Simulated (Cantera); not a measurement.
A perfectly stirred reactor is fed with CH4 : CO2 = 1 : 0.94 (molar parts), at 7.80 atm; it is held at 1400 K, and followed from long to short residence time.

Computed with Cantera and GRI-Mech 3.0 (53 species, 325 reactions).

Predict: x(CH4) at τ = 3.40 s; x(CO2) at τ = 3.40 s; x(CO) at τ = 3.40 s; x(CH4) at τ = 31.0 ms; x(CO2) at τ = 31.0 ms; x(CO) at τ = 31.0 ms.


```json
{
  "x(CH4) at τ = 3.40 s": "0.239",
  "x(CO2) at τ = 3.40 s": "0.238",
  "x(CO) at τ = 3.40 s": "0.179",
  "x(CH4) at τ = 31.0 ms": "0.505",
  "x(CO2) at τ = 31.0 ms": "0.482",
  "x(CO) at τ = 31.0 ms": "0.000392"
}
```
